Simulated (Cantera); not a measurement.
Feed: 1 mol Si, 2.1 mol F2, 33 mol H2, held at 548.15 K and 1.00 Torr.

Method: chemical equilibrium by Gibbs-energy minimisation in Cantera with the NASA 1993 tables (ideal gas, pure condensed phases). Candidate condensed phases: Si; 25 gas species. Equilibrium is a limit: real reactors are often held back by kinetics, nucleation or transport.

Base state: H2 0.965, SiF4 0.0293, HF 0.00587 (mole fractions); condensed: gas only.

### Question
What changes in the equilibrium state with this change: F2 from 2.1 to 0.94 mol?

### Answer
| species | before | after |
|---|---|---|
| H2 | 0.965 | 0.986 |
| SiF4 | 0.0293 | 0.0138 |
| SiHF3 | <1e-9 | 0.000365 |
| HF | 0.00587 | <1e-9 |
| Si(s), mol | 0 | 0.527 |
